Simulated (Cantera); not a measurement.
## Thermodynamics of nitride etching, feed Si₃N₄ + Cl₂ + H₂

Feed: 1 mol Si₃N₄, 4.3 mol Cl₂, a varied amount of H₂, equilibrated at 1550 K and 7.50 Torr.

Equilibrium computed with Cantera from the NASA thermochemical tables; the gas is ideal and each condensed phase is pure. Candidate condensed phases: NH₄Cl, Si, Si₃N₄; 28 gas species. The tables' values for SiCl₃, SiCl are old estimates; treat these amounts as uncertain. Equilibrium is a limit: real reactors are often held back by kinetics, nucleation or transport.

| n(H₂) (mol) | x H₂ | x HCl | x SiCl₂ | x N₂ | x SiCl₃ | n Si₃N₄(s) |
|---|---|---|---|---|---|---|
| 9.9 | 0.503 | 0.269 | 0.126 | 0.0910 | 0.00869 | 0.294 |
| 12 | 0.558 | 0.248 | 0.108 | 0.0773 | 0.00655 | 0.321 |
| 15 | 0.619 | 0.223 | 0.0894 | 0.0633 | 0.00462 | 0.350 |
| 19 | 0.678 | 0.195 | 0.0724 | 0.0507 | 0.00313 | 0.379 |
| 23 | 0.721 | 0.173 | 0.0606 | 0.0422 | 0.00225 | 0.400 |
| 28 | 0.762 | 0.151 | 0.0501 | 0.0347 | 0.00159 | 0.421 |
| 35 | 0.802 | 0.129 | 0.0402 | 0.0276 | 0.00106 | 0.443 |
| 43 | 0.834 | 0.110 | 0.0326 | 0.0223 | 0.000717 | 0.461 |
| 53 | 0.862 | 0.0933 | 0.0262 | 0.0179 | 0.000481 | 0.479 |
x: gas mole fraction; n: condensed amount in mol.

From 9.9 mol H₂ to 53 mol H₂ the condensed part is Si₃N₄(s). The main Si-bearing gas is SiCl₂ throughout. The share of Si in condensed phases is highest at 53 mol H₂ (47.9 %) and lowest at 9.9 mol H₂ (29.4 %).
